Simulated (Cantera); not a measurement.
Thermodynamics of silicon epitaxy and polysilicon growth, feed SiHCl3 + HCl + N2

Input: 1 mol SiHCl3, 0.37 mol HCl, 8.1 mol N2, at 1 atm.

Cantera equilibrium calculation (NASA polynomials, part measured and part estimated; ideal gas, pure solids and liquids). Candidate condensed phases: NH4Cl, Si, Si3N4; 28 gas species. N2 is the only nitrogen source here; it is nearly inert below about 1500 K, so the nitride shown seldom forms there in practice. The tables' values for SiCl3 are old estimates; treat these amounts as uncertain. Kinetics and transport are ignored.

```csv
T (K),x N2,x HCl,x SiCl4,x H2,x SiCl3,x SiCl2,x SiHCl3,x Cl,n Si3N4(s)
1000,0.816,0.0978,0.0632,0.0224,1.18e-5,5.31e-8,0.000102,1.37e-9,0.131
1100,0.816,0.102,0.0621,0.0204,7.14e-5,1.14e-6,0.000184,1.64e-8,0.134
1200,0.815,0.105,0.0611,0.0188,0.000319,1.46e-5,0.000299,1.30e-7,0.136
1300,0.814,0.107,0.0597,0.0176,0.00112,0.000124,0.000447,7.48e-7,0.137
1400,0.813,0.108,0.0572,0.0166,0.00320,0.000760,0.000621,3.34e-6,0.135
1500,0.811,0.109,0.0519,0.0161,0.00759,0.00353,0.000794,1.21e-5,0.128
1600,0.807,0.107,0.0416,0.0161,0.0146,0.0126,0.000903,3.61e-5,0.107
```
x: gas mole fraction; n: condensed amount in mol.

From 1000 K to 1600 K the condensed part is Si3N4(s). The main Si-bearing gas is SiCl4 throughout. The share of Si in condensed phases is highest at 1300 K (41.0 %) and lowest at 1600 K (32.0 %).
